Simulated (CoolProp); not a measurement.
Vapour pressure (kPa) of sulfur dioxide: the reference equation beside estimates from Tc = 157.5 °C, pc = 7887 kPa, ω = 0.256. Clausius-Clapeyron is anchored at 76.05 °C with a constant enthalpy of vaporisation of 18.91 kJ/mol.

Values from CoolProp's reference Helmholtz-energy equation of state, Gao 2016.

```
T (°C)  reference  Lee-Kesler  Clausius-Clapeyron  Redlich-Kwong  Soave-Redlich-Kwong
------  ---------  ----------  ------------------  -------------  -------------------
55.25       971.7       975.4                1086           1366                976.8
60.45        1115        1119                1210           1536                 1122
65.65        1274        1279                1344           1720                 1283
70.85        1449        1454                1487           1919                 1461
76.05        1641        1647                1641           2134                 1656
81.25        1852        1857                1806           2364                 1870
86.45        2082        2087                1981           2611                 2105
91.65        2332        2337                2168           2874                 2360
96.85        2604        2609                2367           3156                 2637
102.05       2899        2903                2577           3455                 2937
107.25       3219        3221                2800           3772                 3261
112.45       3563        3565                3035           4109                 3611
117.65       3935        3936                3283           4465                 3988
```

Absolute difference from the reference over all 13 rows, mean and median: Lee-Kesler 0.2 and 0.2 %, Clausius-Clapeyron 8.3 and 8.5 %, Redlich-Kwong 26.0 and 25.4 %, Soave-Redlich-Kwong 1.0 and 1.1 %.
